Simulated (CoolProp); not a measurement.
The numbers come from the reference Helmholtz-energy equation of state, de Reuck 1990 in CoolProp.

Question: Give the vapour pressure (kPa), liquid density (kg/m³), vapour density (kg/m³), liquid cp (kJ/(kg K)) of saturated fluorine at -181.25, -178.65 °C.

Answer: 
```tsv
T (°C)	p (kPa)	liquid density (kg/m³)	vapour density (kg/m³)	liquid cp (kJ/(kg K))
-181.25	209	1450	11.0	1.54
-178.65	267	1430	13.8	1.55
```
